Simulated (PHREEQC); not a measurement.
Consider water at 25 °C with 0.024 mol HCl and 0.072 mol KCl per kg of water. Closed to the air; pH follows from the charge balance.

The numbers come from PHREEQC with the ion-association model, phreeqc.dat.

Each row changes one thing in this solution. This is a speciation only: nothing precipitates in the calculation.

```csv
case,pH,ionic strength (mol/kgw),SI of Sylvite (KCl)
as made,1.70,0.0960,-3.29
HCl from 0.024 to 0.12 mol/kgw,1.02,0.192,-3.05
0.086 mol/kgw NaHCO3 added,6.62,0.156,-3.33
temperature from 25 to 40 °C,1.70,0.0960,-3.37
HCl left out,6.98,0.0720,-3.39
diluted 100-fold with water,3.63,0.000960,-7.09
```

At this temperature some constants are extrapolated from 25 °C, and those without enthalpy data are left unchanged.
